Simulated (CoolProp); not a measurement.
Model: reference Helmholtz-energy equation of state, Lemmon 2009, in CoolProp.

### Question
For propane, give the phase and the density (kg/m³), cp (kJ/(kg K)), speed of sound (m/s), conductivity (mW/(m K)) at 383.9 K and 2660 kPa; 383.9 K and 6640 kPa.

### Answer
- 383.9 K and 2660 kPa: gas; density 47.1, cp 2.50, speed of sound 232, conductivity 32.3
- 383.9 K and 6640 kPa: supercritical; density 318, cp 4.85, speed of sound 268, conductivity 65.4

Thermal conductivity comes from a separate model (Marsh 2002).
